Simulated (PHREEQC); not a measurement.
Make-up at 25 °C: 0.2 mol/kgw H3PO4 and 0.18 mol/kgw HF. Closed to the air; pH follows from the charge balance.

All values are PHREEQC results (ion-association model, phreeqc.dat), not measurements.

Each row changes one thing in this solution. Precipitation was switched off in this run.

```
case                             pH  ionic strength (mol/kgw)  HF (mol/kgw)  H3PO4 (mol/kgw)  H2PO4- (mol/kgw)  F- (mol/kgw)
-----------------------------  ----  ------------------------  ------------  ---------------  ----------------  ------------
as made                        1.43                    0.0428         0.171            0.164            0.0364       0.00381
0.18 mol/kgw K3PO4 added       4.05                     0.541        0.0114          0.00297             0.376         0.155
diluted 2-fold with water      1.61                    0.0281        0.0854                ?            0.0244       0.00275
diluted 10-fold with water     2.03                    0.0103        0.0165           0.0111           0.00890       0.00131
HF from 0.18 to 0.036 mol/kgw  1.47                    0.0395        0.0349            0.161                 ?      0.000834
```

Fill in the missing entries.


- diluted 2-fold with water, H3PO4 (mol/kgw): 0.0756
- HF from 0.18 to 0.036 mol/kgw, H2PO4- (mol/kgw): 0.0386
